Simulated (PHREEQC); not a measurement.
# City or well water: an equilibrium model

Synthetic water in mg/L, 25 °C, pH 7.15, pe 8.2:

| constituent | mg/L |
|---|---|
| Na | 50.2 |
| K | 2.69 |
| Ca | 55.7 |
| Mg | 63.9 |
| Cl | 42.6 |
| S(6) as SO4 | 158 |
| Alkalinity as HCO3 | 356 |
| F | 0.0972 |
| Sr | 0.26 |

Na is adjusted to close the charge balance.
Valence states are taken as typed.

All values are PHREEQC results (ion-association model, wateq4f.dat), not measurements.

```json
{
  "ionic_strength": "0.0141 mol/kgw"
}
```

```csv
species,molality,activity,log γ
HCO3-,0.00565,0.00504,-0.050
Mg+2,0.00227,0.00144,-0.197
Na+,0.00221,0.00196,-0.051
SO4-2,0.00125,0.000785,-0.203
Ca+2,0.00121,0.000764,-0.201
Cl-,0.00120,0.00106,-0.053
```

This is a speciation only: nothing precipitates in the calculation. Species that the database lacks are ignored.
